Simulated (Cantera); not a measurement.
Feed: 1 mol SiH2Cl2, 2.5 mol CH4, 2.1 mol H2, held at 2225 K and 0.100 bar.

Method: chemical equilibrium by Gibbs-energy minimisation in Cantera with the NASA 1993 tables (ideal gas, pure condensed phases). Candidate condensed phases: C, C6H6, C7H8, C8H18, Si, SiC; 109 gas species. The tables' values for SiCl, SiCl3 are old estimates; treat these amounts as uncertain. Gases not in the tables: Si2H6 and higher silanes. Rates play no part.

Base state: H2 0.772, HCl 0.192, H 0.0180, SiCl2 0.0104, Cl 0.00325, C2H2 (acetylene) 0.00227, Si 0.000542, SiCl 0.000421 (mole fractions); condensed: C(graphite) + SiC(s).

Task: What changes in the equilibrium state with this change: H2 from 2.1 to 100 mol?

Result: 
```csv
species,before,after
H2,0.772,0.958
H,0.0180,0.0200
HCl,0.192,0.0180
SiCl2,0.0104,7.39e-5
Si,0.000542,0.000542
SiCl3,8.19e-5,4.87e-8
SiCl,0.000421,3.54e-5
"C(graphite), mol",1.56,0.966
"SiC(s), mol",0.892,0.904
```
The tables' values for SiCl are old estimates; treat these amounts as uncertain.

Task: What changes in the equilibrium state with this change: pressure from 0.100 bar to 6.90 mbar?

Result: 
```csv
species,before,after
H2,0.772,0.723
HCl,0.192,0.177
H,0.0180,0.0663
Cl,0.00325,0.0118
SiCl2,0.0104,0.00942
CH4,1.49e-5,8.98e-7
Si2,1.05e-6,1.53e-5
Si,0.000542,0.00786
"C(graphite), mol",1.56,1.64
"SiC(s), mol",0.892,0.800
```
